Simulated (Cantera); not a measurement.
# Thermodynamics of metals in furnace atmospheres, feed Fe + SO2 + H2 + NH3

Feed: 1 mol Fe, 0.81 mol SO2, 17 mol H2, 0.49 mol NH3, at 5.60 mbar.

Cantera equilibrium calculation (NASA polynomials, part measured and part estimated; ideal gas, pure solids and liquids). Candidate condensed phases: Fe, FeO, Fe(OH)2, Fe(OH)3, FeS, FeSO4, FeS2, Fe2O3, Fe2(SO4)3, Fe3O4, H2O, H2SO4, S; 38 gas species. Metal and sulfide melt together well below either melting point, which pure phases cannot show. Mutual solubility and eutectic melting of coexisting phases are not modelled. FeS: taken at fixed stoichiometry. Gases not in the tables: S3 to S7. Kinetics and transport are ignored.

| T (K) | log p H2 | log p H2O | log p H2S | log p N2 | log p S2 | log p SH | log p H | n Fe(α) | n FeS(s) | n Fe(γ) | n FeS(l) |
|---|---|---|---|---|---|---|---|---|---|---|---|
| 1048 | -2.30 | -3.30 | -5.10 | -4.12 | -9.44 | -8.78 | -9.26 | 0.215 | 0.785 | 0 | 0 |
| 1123 | -2.30 | -3.30 | -4.88 | -4.12 | -8.39 | -8.00 | -8.52 | 0.233 | 0.767 | 0 | 0 |
| 1198 | -2.30 | -3.30 | -4.68 | -4.12 | -7.47 | -7.33 | -7.87 | 0 | 0.743 | 0.257 | 0 |
| 1273 | -2.30 | -3.30 | -4.51 | -4.12 | -6.66 | -6.73 | -7.30 | 0 | 0.708 | 0.292 | 0 |
| 1348 | -2.30 | -3.30 | -4.36 | -4.12 | -5.94 | -6.20 | -6.79 | 0 | 0.659 | 0.341 | 0 |
| 1423 | -2.31 | -3.30 | -4.23 | -4.12 | -5.30 | -5.73 | -6.33 | 0 | 0.581 | 0.419 | 0 |
| 1498 | -2.31 | -3.30 | -4.14 | -4.12 | -4.79 | -5.34 | -5.92 | 0 | 0 | 0.546 | 0.454 |
| 1573 | -2.31 | -3.30 | -4.09 | -4.12 | -4.38 | -5.02 | -5.55 | 0 | 0 | 0.759 | 0.239 |
| 1648 | -2.31 | -3.31 | -4.10 | -4.12 | -4.13 | -4.78 | -5.21 | 0 | 0 | 0.991 | 0 |
log p: log10 of the partial pressure in bar; n: condensed amount in mol.

From 1048 K to 1123 K the condensed part is Fe(α) + FeS(s). From 1198 K to 1423 K the condensed part is Fe(γ) + FeS(s). From 1498 K to 1573 K the condensed part is Fe(γ) + FeS(l). At 1648 K the condensed part is Fe(γ).
